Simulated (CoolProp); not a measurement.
Model: reference Helmholtz-energy equation of state, Zhou 2011, in CoolProp.

Q: For dimethyl carbonate, give the phase and the cv (kJ/(kg K)), speed of sound (m/s), Joule-Thomson coefficient (K/MPa) at 312.85 °C and 15.9 kPa; 312.85 °C and 32.7 kPa; 312.85 °C and 283 kPa.

A: 
- 312.85 °C and 15.9 kPa: gas; cv 1.74, speed of sound 238, Joule-Thomson coefficient 5.76
- 312.85 °C and 32.7 kPa: gas; cv 1.74, speed of sound 238, Joule-Thomson coefficient 5.77
- 312.85 °C and 283 kPa: gas; cv 1.75, speed of sound 235, Joule-Thomson coefficient 5.88
